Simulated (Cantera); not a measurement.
Cantera run:

```python
import numpy as np
import cantera as ct

gas_names = """
    B BCL BCL2 BCL3 BH BH2 BH3 BN B2 CL CL2 H HCL H2 N NH NH2 NH3 N2 N2H2 N2H4
""".split()
cond_names = """
    B(b) B(L) BN(s) NH4CL(a) NH4CL(b)
""".split()


# ... load() reads the species with a 1 bar reference pressure and builds the phases ...
atoms = {
    'BN': {'B': 1, 'N': 1},
    'HCl': {'H': 1, 'CL': 1},
    'N2': {'N': 2},
}
top_T = {'BN(s)': 3200}  # K; cautious upper limits of use, not melting points


# ... equilibrate(T, P, feed) seeds the gas with the atoms and calls Mixture.equilibrate('TP', solver="vcs", rtol=1e-11, max_steps=5000) ...
results = []
feed = {'BN': 1, 'HCl': 4.4, 'N2': 2.2}  # mol
P = 100000  # Pa
for T in [873, 923, 973, 1023, 1073, 1123, 1173, 1223, 1273, 1323, 1373, 1423, 1473, 1523]:
    mix = equilibrate(T, P, feed)
    results.append((T, P, feed, dict(zip(mix.species_names, mix.species_moles))))
    x = sorted(zip(gas.X, gas.species_names), reverse=True)
    print(f"T = {T:g} K  P = {P:g} Pa  gas = {mix.phase_moles(0):.4g} mol")
    print("   x: " + "  ".join(f"{s} {v:.3e}" for v, s in x if v > 0.001))
    print("   condensed (mol): " + ("  ".join(f"{mix.phase(i).name} {mix.phase_moles(i):.4g}"
          for i in range(1, mix.n_phases) if mix.phase_moles(i) > 1e-12) or "none"))
```

It prints:

```
T = 873 K  P = 100000 Pa  gas = 6.6 mol
   x: HCL 6.635e-01  N2 3.339e-01  H2 1.598e-03  BCL3 1.065e-03
   condensed (mol): BN(s) 0.993
T = 923 K  P = 100000 Pa  gas = 6.6 mol
   x: HCL 6.620e-01  N2 3.341e-01  H2 2.354e-03  BCL3 1.569e-03
   condensed (mol): BN(s) 0.9896
T = 973 K  P = 100000 Pa  gas = 6.6 mol
   x: HCL 6.600e-01  N2 3.344e-01  H2 3.331e-03  BCL3 2.220e-03
   condensed (mol): BN(s) 0.9853
T = 1023 K  P = 100000 Pa  gas = 6.6 mol
   x: HCL 6.576e-01  N2 3.349e-01  H2 4.551e-03  BCL3 3.034e-03
   condensed (mol): BN(s) 0.98
T = 1073 K  P = 100000 Pa  gas = 6.6 mol
   x: HCL 6.546e-01  N2 3.353e-01  H2 6.032e-03  BCL3 4.022e-03
   condensed (mol): BN(s) 0.9735
T = 1123 K  P = 100000 Pa  gas = 6.6 mol
   x: HCL 6.511e-01  N2 3.359e-01  H2 7.786e-03  BCL3 5.191e-03
   condensed (mol): BN(s) 0.9657
T = 1173 K  P = 100000 Pa  gas = 6.6 mol
   x: HCL 6.470e-01  N2 3.366e-01  H2 9.818e-03  BCL3 6.545e-03
   condensed (mol): BN(s) 0.9568
T = 1223 K  P = 100000 Pa  gas = 6.6 mol
   x: HCL 6.424e-01  N2 3.374e-01  H2 1.213e-02  BCL3 8.083e-03
   condensed (mol): BN(s) 0.9467
T = 1273 K  P = 100000 Pa  gas = 6.6 mol
   x: HCL 6.373e-01  N2 3.382e-01  H2 1.470e-02  BCL3 9.799e-03
   condensed (mol): BN(s) 0.9353
T = 1323 K  P = 100000 Pa  gas = 6.6 mol
   x: HCL 6.316e-01  N2 3.392e-01  H2 1.753e-02  BCL3 1.169e-02
   condensed (mol): BN(s) 0.9229
T = 1373 K  P = 100000 Pa  gas = 6.6 mol
   x: HCL 6.255e-01  N2 3.402e-01  H2 2.060e-02  BCL3 1.373e-02
   condensed (mol): BN(s) 0.9094
T = 1423 K  P = 100000 Pa  gas = 6.6 mol
   x: HCL 6.189e-01  N2 3.413e-01  H2 2.389e-02  BCL3 1.592e-02
   condensed (mol): BN(s) 0.8949
T = 1473 K  P = 100000 Pa  gas = 6.6 mol
   x: HCL 6.119e-01  N2 3.424e-01  H2 2.737e-02  BCL3 1.823e-02
   condensed (mol): BN(s) 0.8796
T = 1523 K  P = 100000 Pa  gas = 6.6 mol
   x: HCL 6.046e-01  N2 3.437e-01  H2 3.102e-02  BCL3 2.065e-02
   condensed (mol): BN(s) 0.8636
```

Method: chemical equilibrium by Gibbs-energy minimisation in Cantera with the NASA 1993 tables (ideal gas, pure condensed phases). The tables' values for BCl2 are old estimates; treat these amounts as uncertain. Gases not in the tables: BHCl2.
